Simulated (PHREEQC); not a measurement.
Make-up at 25 °C: 0.057 mol/kgw HNO3, 0.0099 mol/kgw CaCl2 and 0.00027 mol/kgw MnSO4. Closed to the air; pH follows from the charge balance.

The numbers come from PHREEQC with the ion-association model, wateq4f.dat.

Question: The ionic strength comes out as 0.0873 mol/kgw. What activity coefficients do H+, Cl-, Mn+2, NO3-, MnCl+ get?

Answer: H+ 0.83, Cl- 0.77, Mn+2 0.42, NO3- 0.76, MnCl+ 0.79.

Precipitation was switched off in this run.
